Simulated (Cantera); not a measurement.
Standard-state values (1 bar) from the NASA 1993 polynomials, evaluated with Cantera. Values are per mole of reaction as written; species without (g) are pure solids or liquids, kept so even where they would boil at 1 bar.

1.143 Ti + O2(g) ⇌ 0.2857 Ti4O7

```json
[
 {"T (K)": "300", "ΔH° (kJ)": "-972.7", "ΔS° (J/K)": "-183.5", "ΔG° (kJ)": "-917.7", "log10 K": "159.78"},
 {"T (K)": "623", "ΔH° (kJ)": "-969.7", "ΔS° (J/K)": "-177.1", "ΔG° (kJ)": "-859.4", "log10 K": "72.05"},
 {"T (K)": "698", "ΔH° (kJ)": "(withheld)", "ΔS° (J/K)": "(withheld)", "ΔG° (kJ)": "(withheld)", "log10 K": "(withheld)"},
 {"T (K)": "773", "ΔH° (kJ)": "(withheld)", "ΔS° (J/K)": "(withheld)", "ΔG° (kJ)": "(withheld)", "log10 K": "(withheld)"},
 {"T (K)": "848", "ΔH° (kJ)": "(withheld)", "ΔS° (J/K)": "(withheld)", "ΔG° (kJ)": "(withheld)", "log10 K": "(withheld)"},
 {"T (K)": "923", "ΔH° (kJ)": "-965.7", "ΔS° (J/K)": "-171.9", "ΔG° (kJ)": "-807.1", "log10 K": "45.67"},
 {"T (K)": "998", "ΔH° (kJ)": "-964.8", "ΔS° (J/K)": "-170.9", "ΔG° (kJ)": "-794.2", "log10 K": "41.57"},
 {"T (K)": "1073", "ΔH° (kJ)": "-964.0", "ΔS° (J/K)": "-170.1", "ΔG° (kJ)": "-781.5", "log10 K": "38.04"}
]
```

Q: What belongs in the gaps?

A: 
- 698, ΔH° (kJ): -968.7
- 698, ΔS° (J/K): -175.6
- 698, ΔG° (kJ): -846.1
- 698, log10 K: 63.32
- 773, ΔH° (kJ): -967.7
- 773, ΔS° (J/K): -174.2
- 773, ΔG° (kJ): -833.0
- 773, log10 K: 56.29
- 848, ΔH° (kJ): -966.7
- 848, ΔS° (J/K): -173.0
- 848, ΔG° (kJ): -820.0
- 848, log10 K: 50.51
